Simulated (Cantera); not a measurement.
Reactions in the system Cu-F-H-N

Cantera with NASA thermochemical tables; ideal gases at 1 bar, condensed phases pure. Values are per mole of reaction as written; species without (g) are pure solids or liquids, kept so even where they would boil at 1 bar.

3 CuF₂(g) + 2 NH₃(g) → 2 N(g) + 3 Cu + 6 HF(g)

```tsv
T (K)	ΔH° (kJ)	ΔS° (J/K)	ΔG° (kJ)	log10 K	condensed phases
300	202.9	262.4	124.2	-21.62	Cu(s)
2150	302.1	368.9	-491.0	11.93	Cu(l)
2225	303.7	369.6	-518.7	12.18	Cu(l)
2300	305.1	370.2	-546.4	12.41	Cu(l)
2375	306.6	370.9	-574.2	12.63	Cu(l)
2450	308.0	371.4	-602.1	12.84	Cu(l)
2525	309.3	372.0	-629.9	13.03	Cu(l)
2600	310.6	372.5	-657.9	13.22	Cu(l)
2675	311.8	372.9	-685.8	13.39	Cu(l)
2750	313.0	373.4	-713.8	13.56	Cu(l)
2825	314.2	373.8	-741.8	13.72	Cu(l)
```
